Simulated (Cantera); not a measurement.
Cantera run:

```python
import numpy as np
import cantera as ct

gas_names = """
    B BH BH2 BH3 BN B2 H H2 N NH NH2 NH3 N2 N2H2 N2H4
""".split()
cond_names = """
    B(b) B(L) BN(s)
""".split()


def load(file, names, dense=False):
    # The tables refer to 1 bar. Condensed volumes are neglected.
    table = {s.name: s for s in ct.Species.list_from_file(file)}
    out = []
    for n in names:
        d = dict(table[n].input_data)
        d["thermo"] = dict(d["thermo"], **{"reference-pressure": 1e5})
        if dense:
            d["equation-of-state"] = {"model": "constant-volume", "density": "1e6 g/cm^3"}
        out.append(ct.Species.from_dict(d))
    return out


gas = ct.Solution(thermo="ideal-gas", species=load("nasa_gas.yaml", gas_names))
cond = {s.name: ct.Solution(thermo="fixed-stoichiometry", species=[s], name=s.name)
        for s in load("nasa_condensed.yaml", cond_names, dense=True)}
atoms = {
    'BN': {'B': 1, 'N': 1},
    'H2': {'H': 2},
}
top_T = {'BN(s)': 3200}  # K; cautious upper limits of use, not melting points


def equilibrate(T, P, feed):
    n = {}
    for name, mol in feed.items():
        for a, k in atoms[name].items():
            n[a] = n.get(a, 0.0) + k * mol
    gas.TPX = T, P, n
    mass = sum(n.values()) * gas.mean_molecular_weight
    gas.equilibrate("TP")
    valid = [c for c in cond.values() if c.min_temp <= T <= top_T.get(c.name, c.max_temp)]
    mix = ct.Mixture([(gas, mass / gas.mean_molecular_weight)] + [(c, 0.0) for c in valid])
    mix.T, mix.P = T, P
    mix.equilibrate("TP", solver="vcs", rtol=1e-11, max_steps=5000)
    return mix


results = []
feed = {'BN': 1, 'H2': 6.9}  # mol
P = 1.2  # Pa
for T in [798, 848, 898, 948, 998, 1048, 1098, 1148, 1198, 1248, 1298, 1348, 1398]:
    mix = equilibrate(T, P, feed)
    results.append((T, P, feed, dict(zip(mix.species_names, mix.species_moles))))

top = {s: max(r[3][s] / sum(r[3][g] for g in gas_names) for r in results) for s in gas_names}
cols = sorted((s for s in top if top[s] > 0.0001), key=lambda s: -top[s])[:9]
seen = [c for c in cond_names if any(r[3].get(c, 0) > 1e-12 for r in results)]
print("log10 of partial pressures in bar; condensed amounts in mol")
print(f"{'T/K':>10s}" + "".join(f"{s[:9]:>10s}" for s in cols + seen))
for T, P, feed, n in results:
    ng = sum(n[g] for g in gas_names)
    print(f"{T:10.4g}" + "".join(f"{np.log10(max(n[s] / ng * P / 1e5, 1e-99)):10.3f}" for s in cols)
          + "".join(f"{n.get(c, 0):10.4g}" for c in seen))
```

Output:

```
log10 of partial pressures in bar; condensed amounts in mol
       T/K        H2         H      B(b)     BN(s)
       798    -4.921   -14.035         0         1
       848    -4.921   -13.181         0         1
       898    -4.921   -12.421         0         1
       948    -4.921   -11.741         0         1
       998    -4.921   -11.128         0         1
      1048    -4.921   -10.572         0         1
      1098    -4.921   -10.067         0         1
      1148    -4.921    -9.605         0         1
      1198    -4.921    -9.181         0         1
      1248    -4.921    -8.791         0         1
      1298    -4.921    -8.430 6.123e-06         1
      1348    -4.921    -8.096 5.643e-05    0.9999
      1398    -4.921    -7.786 0.0003151    0.9997
```

Cantera equilibrium calculation (NASA polynomials, part measured and part estimated; ideal gas, pure solids and liquids). Mutual solubility and eutectic melting of coexisting phases are not modelled.
